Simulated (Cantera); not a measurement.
Feed: 1 mol CO2, 3.7 mol H2, equilibrated at 2748 K and 3.20 mbar.

Method: chemical equilibrium by Gibbs-energy minimisation in Cantera with the NASA 1993 tables (ideal gas, pure condensed phases). Candidate condensed phases: C, C6H6, C7H8, C8H18, H2O; 110 gas species. The numbers say what is thermodynamically allowed, not how fast it happens.

Base state: H 0.532, H2 0.196, CO 0.136, O 0.0532, H2O 0.0427, OH 0.0310, O2 0.00466, CO2 0.00433 (mole fractions); condensed: gas only.

Q: What changes in the equilibrium state with this change: H2 from 3.7 to 0.23 mol?

A: 
| species | before | after |
|---|---|---|
| CO | 0.136 | 0.435 |
| O | 0.0532 | 0.224 |
| H | 0.532 | 0.140 |
| H2 | 0.196 | 0.0137 |
| O2 | 0.00466 | 0.0823 |
| CO2 | 0.00433 | 0.0581 |
| H2O | 0.0427 | 0.0125 |
| OH | 0.0310 | 0.0344 |

Q: What changes in the equilibrium state with this change: pressure from 3.20 mbar to 30.0 Pa?

A: 
| species | before | after |
|---|---|---|
| H | 0.532 | 0.743 |
| CO | 0.136 | 0.111 |
| O | 0.0532 | 0.0990 |
| H2 | 0.196 | 0.0359 |
| H2O | 0.0427 | 0.00136 |
| OH | 0.0310 | 0.00756 |
| CO2 | 0.00433 | 0.000615 |
| O2 | 0.00466 | 0.00151 |
